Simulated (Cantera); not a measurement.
An isothermal, constant-pressure homogeneous reactor starts with H2 : O2 : N2 = 0.038 : 1 : 3.7 (molar parts), at 950 K and 0.0395 atm.

Computed with Cantera and the H2/O2 subset of GRI-Mech 3.0, which has no nitrogen chemistry. Radical loss at walls, strong at low pressure, is not modelled.

x: mole fraction; the columns are a selection and need not sum to one.

```tsv
t (s)	x H2	x O2	x HO2	x H2O2	x O	x OH	x H2O
9.00e-6	0.00802	0.211	<1e-12	<1e-12	<1e-12	<1e-12	<1e-12
3.21e-5	0.00802	0.211	<1e-12	<1e-12	<1e-12	<1e-12	<1e-12
0.000115	0.00802	0.211	1.35e-12	<1e-12	<1e-12	<1e-12	<1e-12
0.000408	0.00802	0.211	4.97e-12	<1e-12	2.31e-12	1.60e-12	1.14e-12
0.00146	0.00802	0.211	1.98e-11	<1e-12	2.71e-11	1.30e-11	3.03e-11
0.00520	0.00802	0.211	4.09e-10	<1e-12	…	1.22e-9	4.62e-9
0.0185	0.00388	0.209	4.68e-6	1.84e-7	…	0.000398	0.00342
0.0661	4.97e-5	0.208	1.46e-6	4.97e-8	…	4.58e-5	0.00797
0.236	5.48e-6	0.208	3.31e-7	2.20e-8	…	1.14e-5	0.00804
0.841	6.53e-7	0.208	6.14e-8	7.96e-9	…	3.80e-6	0.00805
3.00	5.26e-8	0.208	1.01e-8	1.94e-9	…	1.42e-6	0.00805
```

What belongs in the gaps?


- 0.00520, x O: 2.85e-9
- 0.0185, x O: 0.00122
- 0.0661, x O: 0.000162
- 0.236, x O: 1.51e-5
- 0.841, x O: 1.60e-6
- 3.00, x O: 2.12e-7
